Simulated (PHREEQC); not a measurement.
Consider water at 25 °C with 5.1 mmol/kgw Na2SO4. It is in equilibrium with CO2 at log p = -3.4 (atm). Otherwise closed; pH follows from the charge balance.

The numbers come from PHREEQC with the ion-association model, phreeqc.dat.

Precipitation was switched off in this run.

**Question.** Predict the pH.

**Answer.** pH 5.66.

**Question.** In which forms is S present?

**Answer.** SO4-2 97 %, NaSO4- 3.0 % of the S.
